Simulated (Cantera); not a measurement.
# Abatement and gas-phase synthesis: H2S + H2O + O2

Feed: 1 mol H2S, 0.34 mol H2O, 0.54 mol O2, at 750 Torr.

Equilibrium computed with Cantera from the NASA thermochemical tables; the gas is ideal and each condensed phase is pure. Candidate condensed phases: H2O, H2SO4, S; 19 gas species. Equilibrium is a limit: real reactors are often held back by kinetics, nucleation or transport.

From 2075 °C to 2675 °C nothing is condensed.

```json
[
 {"T (°C)": "2075", "x H2O": "0.390", "x H2": "0.236", "x SO": "0.0600", "x S2": "0.126", "x SO2": "0.124", "x H": "0.00599", "x S": "0.00787", "x SH": "0.0237", "x H2S": "0.0220", "x OH": "0.00171"},
 {"T (°C)": "2175", "x H2O": "0.365", "x H2": "0.250", "x SO": "0.0751", "x S2": "0.113", "x SO2": "0.123", "x H": "0.00996", "x S": "0.0118", "x SH": "0.0270", "x H2S": "0.0184", "x OH": "0.00284"},
 {"T (°C)": "2275", "x H2O": "0.341", "x H2": "0.262", "x SO": "0.0911", "x S2": "0.100", "x SO2": "0.121", "x H": "0.0158", "x S": "0.0169", "x SH": "0.0300", "x H2S": "0.0152", "x OH": "0.00450"},
 {"T (°C)": "2375", "x H2O": "0.316", "x H2": "0.270", "x SO": "0.107", "x S2": "0.0867", "x SO2": "0.117", "x H": "0.0242", "x S": "0.0232", "x SH": "0.0323", "x H2S": "0.0124", "x OH": "0.00688"},
 {"T (°C)": "2475", "x H2O": "0.292", "x H2": "0.275", "x SO": "0.123", "x S2": "0.0733", "x SO2": "0.113", "x H": "0.0356", "x S": "0.0306", "x SH": "0.0338", "x H2S": "0.0100", "x OH": "0.0101"},
 {"T (°C)": "2575", "x H2O": "0.269", "x H2": "0.276", "x SO": "0.138", "x S2": "0.0604", "x SO2": "0.107", "x H": "0.0508", "x S": "0.0389", "x SH": "0.0344", "x H2S": "0.00795", "x OH": "0.0145"},
 {"T (°C)": "2675", "x H2O": "0.245", "x H2": "0.273", "x SO": "0.150", "x S2": "0.0486", "x SO2": "0.0998", "x H": "0.0701", "x S": "0.0478", "x SH": "0.0340", "x H2S": "0.00619", "x OH": "0.0201"}
]
```
x: gas mole fraction; nothing condenses.
